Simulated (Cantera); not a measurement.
FeCl2 + H2 (halide evaporation, hydrolysis and transport)

Feed: 1 mol FeCl2, a varied amount of H2, at 1223.15 K and 0.140 bar.

These are equilibrium values from Cantera (NASA tables, ideal gas, pure condensed phases), not measurements of a reactor. Candidate condensed phases: Fe, FeCl2, FeCl3; 11 gas species. Rates play no part.

```
n(H2) (mol)   x H2    x HCl   x FeCl2  x Fe2Cl4   x FeCl3      x H     x Cl  n Fe(γ)
-----------  -----  -------  --------  --------  --------  -------  -------  -------
3.7          0.634    0.306    0.0593  0.000248   9.21e-6  6.42e-7  2.67e-7    0.719
6.5          0.758    0.217    0.0249   4.36e-5   2.50e-6  7.02e-7  1.73e-7    0.813
11           0.844    0.146    0.0102   7.30e-6   6.56e-7  7.40e-7  1.11e-7    0.878
20           0.908   0.0883   0.00345   8.38e-7   1.29e-7  7.68e-7  6.43e-8    0.928
34           0.944   0.0546   0.00127   1.13e-7   2.88e-8  7.83e-7  3.90e-8    0.956
60           0.968   0.0319  0.000423   1.26e-8   5.56e-9  7.93e-7  2.25e-8    0.974
110          0.982   0.0178  0.000129   1.17e-9  9.34e-10  7.99e-7  1.24e-8    0.986
180          0.989   0.0110   4.87e-5  1.67e-10  2.17e-10  8.01e-7  7.64e-9    0.991
320          0.994  0.00620   1.55e-5  1.70e-11  3.90e-11  8.03e-7  4.32e-9    0.995
```
x: gas mole fraction; n: condensed amount in mol.

From 3.7 mol H2 to 320 mol H2 the condensed part is Fe(γ). The main Fe-bearing gas is FeCl2 throughout. The share of Fe in condensed phases is highest at 320 mol H2 (99.5 %) and lowest at 3.7 mol H2 (71.9 %).
